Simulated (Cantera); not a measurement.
Feed: 1 mol C3H6, 0.51 mol CO2, held at 1348 K and 72.0 bar.

Method: chemical equilibrium by Gibbs-energy minimisation in Cantera with the NASA 1993 tables (ideal gas, pure condensed phases). Candidate condensed phases: C, C6H6, C7H8, C8H18, H2O; 110 gas species. The ideal-gas law is rough above about 30 bar. Rates play no part.

Base state: H2 0.570, CO 0.228, CH4 0.136, H2O 0.0546, CO2 0.0112, C2H6 5.68e-5, C2H4 4.36e-5 (mole fractions); condensed: C(graphite).

**Question.** What changes in the equilibrium state with this change: temperature from 1348 K to 2823 K?

**Answer.** 
```
species             before     after
-----------------  -------  --------
H2                   0.570     0.707
CO                   0.228     0.254
C2H2 (acetylene)   6.85e-7    0.0255
CH4                  0.136   0.00343
H2O                 0.0546  0.000155
CO2                 0.0112   7.94e-6
C4H2                 <1e-9  0.000382
C3H3 (propargyl)     <1e-9   6.33e-5
C2H2 (vinylidene)    <1e-9   5.19e-5
C(graphite), mol      2.25      2.26
```

**Question.** What changes in the equilibrium state with this change: CO2 from 0.51 to 0.039 mol?

**Answer.** 
```tsv
species	before	after
H2	0.570	0.739
CH4	0.136	0.229
CO	0.228	0.0237
CO2	0.0112	0.000121
H2O	0.0546	0.00737
C2H6	5.68e-5	0.000124
C2H4	4.36e-5	7.33e-5
C(graphite), mol	2.25	2.41
```

**Question.** What changes in the equilibrium state with this change: pressure from 72.0 bar to 13.3 mbar?

**Answer.** 
| species | before | after |
|---|---|---|
| H2 | 0.570 | 0.746 |
| CO | 0.228 | 0.254 |
| CH4 | 0.136 | 4.33e-5 |
| H2O | 0.0546 | 1.47e-5 |
| CO2 | 0.0112 | 2.56e-6 |
| C2H6 | 5.68e-5 | <1e-9 |
| C2H4 | 4.36e-5 | 1.38e-8 |
| H | 2.06e-7 | 1.73e-5 |
| C(graphite), mol | 2.25 | 2.49 |
